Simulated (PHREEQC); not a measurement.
0.29 g of hydrous ferric oxide (600 m²/g; 0.2 weak and 0.005 strong sites per Fe, Dzombak-Morel constants, diffuse double layer) in 1 kg of water with 0.001 mol/kgw of an inert sodium salt, at 25 °C; the pH is set by adding NaOH or the inert anion's acid. Oxygen is held at 0.21 atm. The system is closed to CO2. Nothing may precipitate in this run.

The numbers come from PHREEQC with the ion-association model, wateq4f.dat.

| pH | surface charge σ (C/m²) | surface potential ψ (mV) |
|---|---|---|
| 4 | 0.120 | 209 |
| 4.5 | 0.080 | 191 |
| 5 | ? | 169 |
| 5.5 | 0.032 | 145 |
| 6 | 0.019 | 119 |
| 6.5 | 0.011 | ? |
| 7 | 0.006 | 64 |
| 7.5 | 0.003 | 35 |
| 8 | 0.000 | 6 |
| 8.5 | -0.002 | -23 |
| 9 | -0.004 | ? |
| 9.5 | -0.009 | -80 |
| 10 | -0.016 | -107 |

### Question
Some entries are withheld; supply them.

### Answer

- 5, surface charge σ (C/m²): 0.051
- 6.5, surface potential ψ (mV): 92
- 9, surface potential ψ (mV): -51
